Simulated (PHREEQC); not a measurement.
A solution holds 72 mmol/kgw H2SO4, 0.0495 mmol/kgw ZnSO4 and 0.27 mmol/kgw MnSO4, at 25 °C. Closed to the air; pH follows from the charge balance.

The numbers come from PHREEQC with the ion-association model, phreeqc.dat.

Q: The ionic strength comes out as 0.106 mol/kgw. What activity coefficients do HSO4-, Zn(SO4)2-2, Mn+2, H+, Zn+2 get?

A: HSO4- 0.78, Zn(SO4)2-2 0.37, Mn+2 0.39, H+ 0.82, Zn+2 0.37.

This is a speciation only: nothing precipitates in the calculation. Complexes and solids missing from the database can't appear.
